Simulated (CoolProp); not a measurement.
Nitrogen at 293.15 K and 1.4 MPa flows at 6.3 m/s in a round tube of 1 mm bore and 1.5 µm roughness, fully developed (64/Re and Nu = 3.66 if laminar; Colebrook and Gnielinski if turbulent). Each further row changes one setting.

The numbers come from the reference Helmholtz-energy equation of state, Span 2000 in CoolProp.

```json
[
 {"case": "as stated", "Reynolds number": "5720", "Darcy friction factor": "0.0377", "pressure drop (Pa/m)": "12100", "heat-transfer coefficient (W/(m² K))": "505", "mass flow (kg/h)": "0.287"},
 {"case": "velocity 12.6 m/s", "Reynolds number": "11400", "Darcy friction factor": "0.0322", "pressure drop (Pa/m)": "41200", "heat-transfer coefficient (W/(m² K))": "938", "mass flow (kg/h)": "0.575"},
 {"case": "diameter 2 mm", "Reynolds number": "11400", "Darcy friction factor": "0.0310", "pressure drop (Pa/m)": "4970", "heat-transfer coefficient (W/(m² K))": "451", "mass flow (kg/h)": "1.15"}
]
```

Viscosity comes from a separate model (Lemmon 2004). Thermal conductivity comes from a separate model (Lemmon 2004).
